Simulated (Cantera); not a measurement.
Equilibrium for abatement and gas-phase synthesis: HF + H₂O + N₂

Charge: 1 mol HF, 5.4 mol H₂O, 1.1 mol N₂, equilibrated at 26.3 Torr.

Cantera equilibrium calculation (NASA polynomials, part measured and part estimated; ideal gas, pure solids and liquids). Candidate condensed phases: H₂O; 40 gas species. The numbers say what is thermodynamically allowed, not how fast it happens.

| T (K) | x H₂O | x H | x O | x N₂ | x H₂ | x HF | x OH | x O₂ |
|---|---|---|---|---|---|---|---|---|
| 1923 | 0.704 | 0.000492 | 0.000120 | 0.146 | 0.00954 | 0.133 | 0.00313 | 0.00387 |
| 2073 | 0.685 | 0.00200 | 0.000549 | 0.144 | 0.0201 | 0.131 | 0.00772 | 0.00798 |
| 2223 | 0.650 | 0.00665 | 0.00202 | 0.142 | 0.0378 | 0.129 | 0.0165 | 0.0146 |
| 2373 | 0.591 | 0.0188 | 0.00622 | 0.137 | 0.0633 | 0.126 | 0.0312 | 0.0241 |
| 2523 | 0.503 | 0.0457 | 0.0164 | 0.130 | 0.0946 | 0.120 | 0.0517 | 0.0356 |
| 2673 | 0.386 | 0.0967 | 0.0371 | 0.119 | 0.125 | 0.110 | 0.0746 | 0.0465 |
| 2823 | 0.254 | 0.178 | 0.0726 | 0.105 | 0.141 | 0.0976 | 0.0919 | 0.0523 |
| 2973 | 0.136 | 0.284 | 0.122 | 0.0894 | 0.134 | 0.0837 | 0.0937 | 0.0492 |
| 3123 | 0.0566 | 0.391 | 0.177 | 0.0765 | 0.104 | 0.0708 | 0.0776 | 0.0378 |
| 3273 | 0.0190 | 0.475 | 0.222 | 0.0678 | 0.0679 | 0.0605 | 0.0534 | 0.0241 |
| 3423 | 0.00559 | 0.529 | 0.252 | 0.0628 | 0.0401 | 0.0514 | 0.0325 | 0.0136 |
x: gas mole fraction; nothing condenses.

From 1923 K to 3423 K nothing is condensed.
